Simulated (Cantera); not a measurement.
A closed system holds: 1 mol H₂S, 0.067 mol O₂, 1.7 mol H₂O, at 3450 K and 38.0 bar.

Cantera equilibrium calculation (NASA polynomials, part measured and part estimated; ideal gas, pure solids and liquids). The ideal-gas law is rough above about 30 bar. Equilibrium is a limit: real reactors are often held back by kinetics, nucleation or transport.

```
species    before     after
-------  --------  --------
H₂          0.340     0.410
S₂         0.0351     0.151
SH         0.0495     0.113
H₂O         0.340     0.108
SO₂        0.0399   0.00578
OH         0.0223   0.00647
H₂S        0.0236    0.0591
S          0.0242    0.0501
SO         0.0722    0.0396
H          0.0498    0.0547
O₂       0.000737   5.15e-5
O         0.00191  0.000505
S₂O       0.00159   0.00181
```
Gas species are given as mole fractions.

**Question.** Name the change that produced these shifts.
(A) temperature from 3450 K to 3000 K
(B) temperature from 3450 K to 3373 K
(C) pressure from 38.0 bar to 13.3 mbar
(D) H₂O from 1.7 to 0.16 mol

**Answer.** D, H₂O from 1.7 to 0.16 mol
